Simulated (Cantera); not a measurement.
Equilibrium for carbothermic reduction: TiO2 + CO

A closed system holds: 1 mol TiO2, 1.6 mol CO, at 101000 Pa.

Method: chemical equilibrium by Gibbs-energy minimisation in Cantera with the NASA 1993 tables (ideal gas, pure condensed phases). Candidate condensed phases: C, Ti, TiC, TiO, TiO2, Ti2O3, Ti3O5, Ti4O7; 15 gas species. Mutual solubility and eutectic melting of coexisting phases are not modelled. Condensed phases not in the tables: Magnéli phases beyond Ti4O7. Equilibrium is a limit: real reactors are often held back by kinetics, nucleation or transport.

| T (°C) | x CO | x CO2 | x TiO2 | x O | x O2 | x TiO | n TiO2(rutile) | n Ti4O7(s) | n Ti4O7(l) |
|---|---|---|---|---|---|---|---|---|---|
| 1277 | 0.992 | 0.00812 | 4.87e-12 | <1e-12 | <1e-12 | <1e-12 | 0.948 | 0.0130 | 0 |
| 1352 | 0.988 | 0.0120 | 4.42e-11 | 6.40e-12 | <1e-12 | 3.52e-12 | 0.924 | 0.0191 | 0 |
| 1427 | 0.983 | 0.0171 | 3.28e-10 | 5.26e-11 | 1.40e-12 | 2.36e-11 | 0.891 | 0.0273 | 0 |
| 1502 | 0.976 | 0.0237 | 2.05e-9 | 3.64e-10 | 1.46e-11 | 1.34e-10 | 0.848 | 0.0380 | 0 |
| 1577 | 0.968 | 0.0322 | 1.10e-8 | 2.16e-9 | 1.27e-10 | 6.53e-10 | 0.794 | 0.0516 | 0 |
| 1652 | 0.957 | 0.0428 | 5.13e-8 | 1.12e-8 | 9.38e-10 | 2.80e-9 | 0.726 | 0.0685 | 0 |
| 1727 | 0.923 | 0.0773 | 2.13e-7 | 7.32e-8 | 1.21e-8 | 7.50e-9 | 0.505 | 0 | 0.124 |
| 1802 | 0.848 | 0.152 | 7.96e-7 | 4.99e-7 | 1.86e-7 | 1.56e-8 | 0.0260 | 0 | 0.244 |
| 1877 | 0.844 | 0.156 | 2.28e-6 | 1.51e-6 | 6.08e-7 | 5.11e-8 | 0 | 0 | 0.250 |
| 1952 | 0.844 | 0.156 | 5.98e-6 | 4.13e-6 | 1.73e-6 | 1.57e-7 | 0 | 0 | 0.250 |
| 2027 | 0.844 | 0.156 | 1.47e-5 | 1.06e-5 | 4.57e-6 | 4.46e-7 | 0 | 0 | 0.250 |
| 2102 | 0.844 | 0.156 | 3.39e-5 | 2.54e-5 | 1.14e-5 | 1.18e-6 | 0 | 0 | 0.250 |
x: gas mole fraction; n: condensed amount in mol.

From 1277 °C to 1652 °C the condensed part is TiO2(rutile) + Ti4O7(s). From 1727 °C to 1802 °C the condensed part is TiO2(rutile) + Ti4O7(l). From 1877 °C to 2102 °C the condensed part is Ti4O7(l).
